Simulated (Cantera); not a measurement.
An isothermal, constant-pressure homogeneous reactor starts with CH4 : H2 : O2 = 0.046 : 1 : 0.01 (molar parts), equivalence ratio 59, at 2523 K and 10.00 Torr.

Computed with Cantera and GRI-Mech 3.0 (53 species, 325 reactions). GRI-Mech 3.0 stops at C3 and has no aromatics, soot or wall deposition, so with more carbon than oxygen in the feed, carbon stays in small species such as C2H2 where larger ones or solid carbon would form. Radical loss at walls, strong at low pressure, is not modelled.

Task: Predict: x(CH4) at 1.00 s; x(H2) at 1.00 s; x(C2H) at 1.00 s; x(H2O) at 1.00 s.

Result: 
```
Item                                                  Value
----------------  -----------------------------------------
x(CH4) at 1.00 s    1.27e-6 (gas-phase equilibrium 1.18e-6)
x(H2) at 1.00 s         0.768 (gas-phase equilibrium 0.762)
x(C2H) at 1.00 s  0.000207 (gas-phase equilibrium 0.000214)
x(H2O) at 1.00 s    3.75e-9 (gas-phase equilibrium 3.49e-9)
```
